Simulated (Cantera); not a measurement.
## Reactions in the system F-H-S-Si

Cantera with NASA thermochemical tables; ideal gases at 1 bar, condensed phases pure. Values are per mole of reaction as written; species without (g) are pure solids or liquids, kept so even where they would boil at 1 bar.

2 SiF₄(g) + H₂S(g) = 2 Si + 2 HF(g) + SF₆(g)

```json
[
 {"T (K)": "300", "ΔH° (kJ)": "1484.9", "ΔS° (J/K)": "-94.5", "ΔG° (kJ)": "1513.2", "log10 K": "-263.47"},
 {"T (K)": "548", "ΔH° (kJ)": "1489.1", "ΔS° (J/K)": "-84.4", "ΔG° (kJ)": "1535.3", "log10 K": "-146.34"},
 {"T (K)": "573", "ΔH° (kJ)": "1489.5", "ΔS° (J/K)": "-83.7", "ΔG° (kJ)": "1537.4", "log10 K": "-140.15"},
 {"T (K)": "598", "ΔH° (kJ)": "1489.9", "ΔS° (J/K)": "-83.0", "ΔG° (kJ)": "1539.5", "log10 K": "-134.47"},
 {"T (K)": "623", "ΔH° (kJ)": "1490.3", "ΔS° (J/K)": "-82.3", "ΔG° (kJ)": "1541.6", "log10 K": "-129.25"},
 {"T (K)": "648", "ΔH° (kJ)": "1490.7", "ΔS° (J/K)": "-81.7", "ΔG° (kJ)": "1543.6", "log10 K": "-124.43"},
 {"T (K)": "673", "ΔH° (kJ)": "1491.1", "ΔS° (J/K)": "-81.1", "ΔG° (kJ)": "1545.7", "log10 K": "-119.96"}
]
```
